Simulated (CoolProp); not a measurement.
n-decane along the isobar 5.45 MPa: density (kg/m³) from the reference equation and from simpler models built on Tc = 344.5 °C, pc = 2.101 MPa, ω = 0.488; each cubic takes its own stable root.

Values from CoolProp's reference Helmholtz-energy equation of state, Lemmon 2006. It is a short technical equation, of lower accuracy than the large ones.

```csv
T (°C),phase,reference,van der Waals,Redlich-Kwong,Soave-Redlich-Kwong,Peng-Robinson
186.55,liquid,…,348.6,487.7,515.9,581.3
199.35,liquid,…,344.3,478.9,506.6,570.9
212.15,liquid,582.9,339.9,469.8,496.9,560.0
224.85,liquid,571.5,…,460.5,486.7,548.5
237.65,liquid,559.6,330.7,450.9,475.9,536.3
250.45,liquid,547.3,326.0,440.9,464.5,523.3
263.15,liquid,534.6,321.2,430.8,452.6,509.6
275.95,liquid,521.2,…,420.2,439.9,494.9
288.75,liquid,…,311.1,409.3,426.4,479.2
301.55,liquid,492.6,305.8,398.0,412.1,462.5
314.25,liquid,477.3,300.5,386.4,397.0,444.8
327.05,liquid,460.8,294.9,374.4,380.9,425.7
```

### Question
Complete the blanks.

### Answer

- 186.55, reference: 605.1
- 199.35, reference: 594.1
- 224.85, van der Waals: 335.4
- 275.95, van der Waals: 316.2
- 288.75, reference: 507.3
